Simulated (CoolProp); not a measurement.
Properties of ethylene along the isotherm 324.4 K (Tc = 282.4 K, pc = 5042 kPa, ω = 0.087).

Computed with CoolProp (reference Helmholtz-energy equation of state, Smukala 2000).

```csv
p (kPa),phase,density (kg/m³),cv (kJ/(kg K)),expansivity (1/kK),fugacity coefficient
252,gas,2.650,1.327,3.193,0.9891
504,gas,5.361,1.331,3.310,0.9783
756,gas,8.134,1.336,3.433,0.9675
1010,gas,11.00,1.341,3.565,0.9567
1260,gas,13.89,1.346,3.703,0.9461
1510,gas,16.85,1.352,3.849,0.9356
1760,gas,19.89,1.357,4.005,0.9251
2020,gas,23.14,1.363,4.178,0.9143
2270,gas,26.35,1.369,4.357,0.9039
2520,gas,29.65,1.375,4.547,0.8936
```
